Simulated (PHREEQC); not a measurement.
Consider water at 25 °C with 16 mmol/kgw LiCl, 5.1 mmol/kgw CaCl2 and 0.00055 mmol/kgw H4SiO4. Closed to the air; pH follows from the charge balance.

The numbers come from PHREEQC with the ion-association model, phreeqc.dat.

Problem. The ionic strength comes out as 0.0313 mol/kgw. What activity coefficients do Cl-, Li+, Ca+2 get?

Solution. Cl- 0.84, Li+ 0.86, Ca+2 0.53.

This is a speciation only: nothing precipitates in the calculation. Species that the database lacks are ignored.
